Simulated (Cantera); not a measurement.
Predominance diagram of Ta at 1102 °C against the partial pressures of O2 and CO (log10, bar). Standard-state values (1 bar) from the NASA 1993 polynomials, evaluated with Cantera. Candidates: Ta(s), TaC(s), Ta2O5(s). Only these pure phases compete in this equilibrium. TaC: taken at fixed stoichiometry. Not in the tables: Ta2C.

Q: Which phase is stable at these pairs, and which metal-bearing vapour leads over it? (-20, -10.4); (-13.4, -5.2); (-14.8, -5.2); (-4.2, -11.7); (-13.4, 0); (-0.3, -13); (-12.1, -11.7)

A: 
```
log p(O2)  log p(CO)     phase  chief vapour  log p (bar)
---------  ---------  --------  ------------  -----------
-20            -10.4  Ta2O5(s)          TaO2        -13.5
-13.4           -5.2  Ta2O5(s)          TaO2        -15.1
-14.8           -5.2  Ta2O5(s)          TaO2        -14.8
-4.2           -11.7  Ta2O5(s)          TaO2        -17.4
-13.4              0  Ta2O5(s)          TaO2        -15.1
-0.3             -13  Ta2O5(s)          TaO2        -18.4
-12.1          -11.7  Ta2O5(s)          TaO2        -15.4
```
